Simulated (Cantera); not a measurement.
Input: 1 mol Pb, 2.6 mol O₂, 4.2 mol N₂, equilibrated at 278 Torr.

These are equilibrium values from Cantera (NASA tables, ideal gas, pure condensed phases), not measurements of a reactor. Candidate condensed phases: Pb, PbO, PbO₂, Pb₃O₄; 12 gas species. Gases not in the tables: (PbO)n polymers. Kinetics and transport are ignored.

Q: Which condensed phases are stable at each of these points (T (°C)): 250, 325, 400, 475, 550, 625, 700, 775, 850, 925, 1000, 1075, 1150, 1225?

A: 
```
T (°C)  condensed phases  Pb condensed (%)
------  ----------------  ----------------
250             Pb₃O₄(s)             100.0
325             Pb₃O₄(s)             100.0
400             PbO(red)             100.0
475             PbO(red)             100.0
550          PbO(yellow)             100.0
625          PbO(yellow)             100.0
700          PbO(yellow)             100.0
775          PbO(yellow)             100.0
850          PbO(yellow)             100.0
925               PbO(l)              99.9
1000              PbO(l)              99.5
1075              PbO(l)              98.3
1150              PbO(l)              94.6
1225              PbO(l)              84.8
```

From 250 °C to 325 °C the condensed part is Pb₃O₄(s). From 400 °C to 475 °C the condensed part is PbO(red). From 550 °C to 850 °C the condensed part is PbO(yellow). From 925 °C to 1225 °C the condensed part is PbO(l).
